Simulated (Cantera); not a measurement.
Charge: 1 mol SiCl4, 0.13 mol C3H8, 960 mol H2, held at 1802 °C and 96000 Pa.

Equilibrium computed with Cantera from the NASA thermochemical tables; the gas is ideal and each condensed phase is pure. Candidate condensed phases: C, C6H6, C7H8, C8H18, Si, SiC; 109 gas species. Mutual solubility and eutectic melting of coexisting phases are not modelled. Gases not in the tables: Si2H6 and higher silanes. Kinetics and transport are ignored.

### Question
What is the equilibrium state?

### Answer
- x(H2) = 0.993
- x(HCl) = 0.00406
- x(H) = 0.00271
- x(SiH2) = 0.000159
- x(Si) = 0.000106
- x(SiH) = 5.93e-5
- x(SiCl2) = 3.65e-5
- x(CH4) = 2.38e-5
- x(SiCl) = 8.89e-6
- n(Si(l)) = 0.281 mol
- n(SiC(s)) = 0.350 mol
- gas amount = 963.9 mol
- log10 activity of C(graphite) (absent) = -1.14
